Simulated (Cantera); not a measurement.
An adiabatic, constant-volume homogeneous reactor starts with 28.8 % H2, 18.7 % O2, 52.5 % N2, at 1525 K and 9.87 atm.

Computed with Cantera and GRI-Mech 3.0 (53 species, 325 reactions). The hydrogen kinetics of GRI-Mech 3.0 are dated; newer H2 mechanisms differ, most at raised pressure. Above 3000 K some thermodynamic fits are extrapolated.

Q: Predict: time of steepest temperature rise; temperature at 0.500 s; equilibrium temperature; x(H2) at 0.500 s; x(O2) at 0.500 s; x(N2O) at 0.500 s; x(O) at 0.500 s; x(H) at 0.500 s; x(H2O) at 0.500 s.

A: 
* **time of steepest temperature rise**: 1.11 µs
* **temperature at 0.500 s**: 3241 K
* **equilibrium temperature**: 3241 K
* **x(H2) at 0.500 s**: 0.0298 (gas-phase equilibrium 0.0298)
* **x(O2) at 0.500 s**: 0.0382 (gas-phase equilibrium 0.0382)
* **x(N2O) at 0.500 s**: 4.91e-6 (gas-phase equilibrium 4.91e-6)
* **x(O) at 0.500 s**: 0.0110 (gas-phase equilibrium 0.0110)
* **x(H) at 0.500 s**: 0.0125 (gas-phase equilibrium 0.0125)
* **x(H2O) at 0.500 s**: 0.265 (gas-phase equilibrium 0.265)
